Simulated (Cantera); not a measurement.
Mixture: CO : H₂ : CH₄ : O₂ : N₂ = 1 : 0.95 : 0.77 : 1.4 : 6.29 (molar parts), at 1.00 bar, adiabatic and at constant volume. Ignition delay is the time to a rise of 400 K.

Cantera simulation using GRI-Mech 3.0 (53 species, 325 reactions); the numbers are that mechanism's predictions, not measurements.

### Question
What does this change do: constant pressure in place of constant volume?

### Answer
| quantity | before | after |
|---|---|---|
| delay at 1075 K | 3.02 ms | 3.58 ms |
| delay at 1275 K | 0.545 ms | 0.631 ms |
| delay at 1475 K | 0.150 ms | 0.168 ms |
| delay at 1675 K | 58.0 µs | 63.3 µs |
| delay at 1875 K | 26.9 µs | 29.2 µs |
| apparent activation energy between 1675 and 1875 K | 100 kJ/mol | 100 kJ/mol |

### Question
What does this change do: pressure from 1.00 bar to 1.60 bar?

### Answer
| quantity | before | after |
|---|---|---|
| delay at 1075 K | 3.02 ms | 2.08 ms |
| delay at 1275 K | 0.545 ms | 0.381 ms |
| delay at 1475 K | 0.150 ms | 0.103 ms |
| delay at 1675 K | 58.0 µs | 38.3 µs |
| delay at 1875 K | 26.9 µs | 17.4 µs |
| apparent activation energy between 1675 and 1875 K | 100 kJ/mol | 100 kJ/mol |
